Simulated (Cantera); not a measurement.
Input: 1 mol K2SO4, 3.6 mol H2, 0.17 mol O2, at 1.33 mbar.

These are equilibrium values from Cantera (NASA tables, ideal gas, pure condensed phases), not measurements of a reactor. Candidate condensed phases: H2O, H2SO4, K, KOH, KO2, K2O, K2O2, K2S, K2SO4, S; 26 gas species. Mutual solubility and eutectic melting of coexisting phases are not modelled. Gases not in the tables: S3 to S7. Kinetics and transport are ignored.

Problem. What share of the K ends up in condensed phases as a function of T (K), at 975, 1025, 1075, 1125, 1175, 1225, 1275, 1325?

Solution. 
| T (K) | K condensed (%) | as |
|---|---|---|
| 975 | 99.4 | K2S(s) + K2SO4(s) |
| 1025 | 98.8 | K2S(s) + K2SO4(s) |
| 1075 | 97.5 | K2S(s) + K2SO4(s) |
| 1125 | 94.6 | K2S(s) + K2SO4(s) |
| 1175 | 88.0 | K2S(s) + K2SO4(s) |
| 1225 | 71.6 | K2S(l) + K2SO4(s) |
| 1275 | 28.1 | K2S(l) + K2SO4(s) |
| 1325 | 0.0 | - |
